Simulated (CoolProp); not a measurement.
R124 at 293.15 K and 0.0814 MPa is throttled through a valve to 0.0326 MPa with no heat exchange. Each further row changes one setting.

Values from CoolProp's reference Helmholtz-energy equation of state, de Vries 1995.

```tsv
case	temperature change (K)	final density (kg/m³)
as stated	?	?
outlet pressure 0.00978 MPa	?	?
outlet pressure 0.0424 MPa	?	?
```

Q: Complete the blanks.

A: 
- as stated, temperature change (K): -1.2
- as stated, final density (kg/m³): 1.85
- outlet pressure 0.00978 MPa, temperature change (K): -1.7
- outlet pressure 0.00978 MPa, final density (kg/m³): 0.552
- outlet pressure 0.0424 MPa, temperature change (K): -0.9
- outlet pressure 0.0424 MPa, final density (kg/m³): 2.41
